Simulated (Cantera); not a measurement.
A Cantera script and its output.

```python
import numpy as np
import cantera as ct

gas = ct.Solution("gri30.yaml")
gas.TPX = 1075, 65000, {'H2': 1, 'O2': 0.238, 'N2': 0.895}
reactor = ct.IdealGasConstPressureReactor(gas, energy="on", clone=False)
net = ct.ReactorNet([reactor])
net.rtol, net.atol = 1e-08, 1e-16
show = ['H2', 'O2', 'NO2', 'OH', 'NO', 'H', 'N2O']
times = np.geomspace(7e-06, 1, 10)

steps = ct.SolutionArray(gas, extra=["t"])
rows = []
print(f"{'t/s':>10s}{'T/K':>9s}{'P/Pa':>11s}" + "".join(f"{s:>11s}" for s in show))
for t in times:
    while net.time < t:
        t_next = net.step()
        steps.append(gas.state, t=t_next)
    rows.append([np.interp(t, steps.t, y) for y in (steps.T, steps.P, *steps(*show).X.T)])
    print(f"{t:10.3e}{rows[-1][0]:9.1f}{rows[-1][1]:11.4g}" + "".join(f"{x:11.3e}" for x in rows[-1][2:]))
rate = np.gradient(steps.T, steps.t)
print("integrator steps:", len(steps.t))
if steps.T.max() > steps.T[0] + 200:
    print(f"time of steepest temperature rise: {steps.t[rate.argmax()]:.4e} s")
gas.TPX = 1075, 65000, {'H2': 1, 'O2': 0.238, 'N2': 0.895}
gas.equilibrate("HP")
print(f"equilibrium (HP): T = {gas.T:.1f} K  " + "  ".join(f"{s} {gas[s].X[0]:.3e}" for s in show))
```

Output:

```
       t/s      T/K       P/Pa         H2         O2        NO2         OH         NO          H        N2O
 7.000e-06   1075.0    6.5e+04  4.688e-01  1.116e-01  2.459e-30  3.171e-11  6.873e-23  1.463e-09  1.473e-17
 2.617e-05   1075.0    6.5e+04  4.688e-01  1.116e-01  5.511e-27  3.708e-10  9.532e-21  1.612e-08  4.740e-16
 9.787e-05   1075.0    6.5e+04  4.688e-01  1.116e-01  1.655e-18  2.992e-07  5.629e-15  1.257e-05  4.800e-13
 3.659e-04   2276.8    6.5e+04  2.453e-01  5.239e-04  1.414e-10  8.325e-03  1.904e-05  5.654e-02  3.988e-09
 1.368e-03   2528.3    6.5e+04  2.644e-01  8.884e-05  7.083e-10  4.321e-03  5.813e-05  2.201e-02  8.922e-09
 5.116e-03   2544.7    6.5e+04  2.658e-01  7.094e-05  1.874e-09  3.920e-03  1.492e-04  1.965e-02  9.977e-09
 1.913e-02   2543.9    6.5e+04  2.660e-01  7.021e-05  3.952e-09  3.899e-03  3.160e-04  1.958e-02  1.159e-08
 7.153e-02   2543.7    6.5e+04  2.660e-01  7.006e-05  4.368e-09  3.894e-03  3.496e-04  1.957e-02  1.205e-08
 2.674e-01   2543.7    6.5e+04  2.660e-01  7.006e-05  4.368e-09  3.894e-03  3.496e-04  1.957e-02  1.205e-08
 1.000e+00   2543.7    6.5e+04  2.660e-01  7.006e-05  4.368e-09  3.894e-03  3.496e-04  1.957e-02  1.205e-08
integrator steps: 1337
time of steepest temperature rise: 1.7921e-04 s
equilibrium (HP): T = 2543.7 K  H2 2.660e-01  O2 7.006e-05  NO2 4.368e-09  OH 3.894e-03  NO 3.496e-04  H 1.957e-02  N2O 1.205e-08
```

Model: GRI-Mech 3.0 (53 species, 325 reactions), integrated in Cantera.
